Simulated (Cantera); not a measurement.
Thermodynamics of fluorocarbon and chlorocarbon gases, feed C₂F₆ + Si + H₂

Charge: 1 mol C₂F₆, 1.8 mol Si, 17 mol H₂, held at 2525 °C and 380 Pa.

Cantera equilibrium calculation (NASA polynomials, part measured and part estimated; ideal gas, pure solids and liquids). Candidate condensed phases: C, C₆H₆, C₇H₈, C₈H₁₈, Si, SiC; 113 gas species. The feed counts by its element totals alone. The tables' values for SiF, SiF₂, SiF₃ are old estimates; treat these amounts as uncertain. Kinetics and transport are ignored.

| Property | Value |
|---|---|
| x(H) | 0.566 |
| x(H₂) | 0.184 |
| x(HF) | 0.172 |
| x(Si) | 0.0300 |
| x(SiC₂) | 0.0142 |
| x(SiF) | 0.00724 |
| x(SiF₂) | 0.00722 |
| x(C₃) | 0.00641 |
| x(C₂H₂ (acetylene)) | 0.00521 |
| gas amount | 30.38 mol |
| log10 activity of C(graphite) (absent) | -0.03 |
| log10 activity of Si(l) (absent) | -2.48 |
